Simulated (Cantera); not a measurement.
Input (Python, Cantera) and output of one run.

```python
import numpy as np
import cantera as ct

gas_names = """
    H H2 N NH NH2 NH3 N2 N2H2 N2H4 Si SiH SiH2 SiH3 SiH4 SiN Si2 Si2N Si3
""".split()
cond_names = """
    Si(cr) Si(L) Si3N4(a)
""".split()


# ... load() reads the species with a 1 bar reference pressure and builds the phases ...
atoms = {
    'SiH4': {'Si': 1, 'H': 4},
    'NH3': {'N': 1, 'H': 3},
    'H2': {'H': 2},
}
top_T = {'Si3N4(a)': 2400}  # K; cautious upper limits of use, not melting points


# ... equilibrate(T, P, feed) seeds the gas with the atoms and calls Mixture.equilibrate('TP', solver="vcs", rtol=1e-11, max_steps=5000) ...
results = []
T = 800  # K
P = 7.6  # Pa
for m in [0.89, 2.8, 4.8, 6.7, 8.6, 11, 13, 14, 16]:
    feed = {'SiH4': 1, 'NH3': m, 'H2': 9.5}  # mol
    mix = equilibrate(T, P, feed)
    results.append((T, P, feed, dict(zip(mix.species_names, mix.species_moles))))

top = {s: max(r[3][s] / sum(r[3][g] for g in gas_names) for r in results) for s in gas_names}
cols = sorted((s for s in top if top[s] > 1e-05), key=lambda s: -top[s])[:7]
seen = [c for c in cond_names if any(r[3].get(c, 0) > 1e-12 for r in results)]
print("log10 of partial pressures in bar; condensed amounts in mol")
print(f"{'n(NH3)':>10s}" + "".join(f"{s[:9]:>10s}" for s in cols + seen))
for T, P, feed, n in results:
    ng = sum(n[g] for g in gas_names)
    print(f"{feed['NH3']:10.4g}" + "".join(f"{np.log10(max(n[s] / ng * P / 1e5, 1e-99)):10.3f}" for s in cols)
          + "".join(f"{n.get(c, 0):10.4g}" for c in seen))
```

Output:

```
log10 of partial pressures in bar; condensed amounts in mol
    n(NH3)        H2        N2    Si(cr)  Si3N4(a)
      0.89    -4.119   -15.666    0.3325    0.2225
       2.8    -4.139    -5.470         0    0.3333
       4.8    -4.158    -5.191         0    0.3333
       6.7    -4.170    -5.075         0    0.3333
       8.6    -4.179    -5.007         0    0.3333
        11    -4.188    -4.951         0    0.3333
        13    -4.194    -4.920         0    0.3333
        14    -4.197    -4.907         0    0.3333
        16    -4.201    -4.886         0    0.3333
```

Cantera equilibrium calculation (NASA polynomials, part measured and part estimated; ideal gas, pure solids and liquids).
